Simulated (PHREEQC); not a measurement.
Ca(OH)2 is added in steps, without added water, to 1 kg of water holding 0.0086 mol/kgw CuSO4 and 6.2e-05 mol/kgw KCl, at 20 °C. Oxygen is held at 0.21 atm. No CO2 enters from the air. Solids allowed: Gypsum, Portlandite, Cu(OH)2, Brochantite, Antlerite, Atacamite, Chalcanthite. Others were left out.

Base run: PHREEQC, ion-association model, wateq4f.dat. Each further column changes one thing. The table gives pH.

```
Ca(OH)2 added (mol)   base  Davies equation for every ion  Debye-Hückel limiting law  all activity coefficients set to 1
-------------------  -----  -----------------------------  -------------------------  ----------------------------------
0                     4.53                           4.54                       4.58                                4.42
0.001375              4.61                           4.62                       4.66                                4.50
0.003208              4.79                           4.80                       4.83                                4.68
0.004583              5.04                           5.05                       5.08                                4.93
0.006417              6.12                           6.13                       6.15                                6.03
0.007792              8.75                           8.75                       8.73                                8.81
0.009625             11.37                          11.37                      11.36                               11.43
0.011                11.73                          11.74                      11.72                               11.79
```

The database's constant for dissolved Cu(OH)2 is higher than later reviews accept.
